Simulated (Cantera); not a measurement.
Feed: 1 mol Cu2O, 0.92 mol CH4, 0.1 mol H2, held at 48.0 Pa.

Cantera equilibrium calculation (NASA polynomials, part measured and part estimated; ideal gas, pure solids and liquids). Candidate condensed phases: C, C6H6, C7H8, C8H18, Cu, CuO, Cu(OH)2, Cu2O, H2O; 113 gas species. The numbers say what is thermodynamically allowed, not how fast it happens. All values below are at 1375 K.

Base state: H2 0.654, CO 0.316, H2O 0.0226, CO2 0.00528, Cu 0.00171, H 0.000127 (mole fractions); condensed: Cu(l).

Q: What changes in the equilibrium state with this change: CH4 from 0.92 to 5.2 mol?

A: 
```
species             before     after
----------------  --------  --------
H2                   0.654     0.911
CO                   0.316    0.0868
Cu                 0.00171   0.00171
H2O                 0.0226   1.75e-7
CO2                0.00528   8.05e-9
H                 0.000127  0.000149
Cu(l), mol            2.00      1.98
C(graphite), mol         0      4.20
```
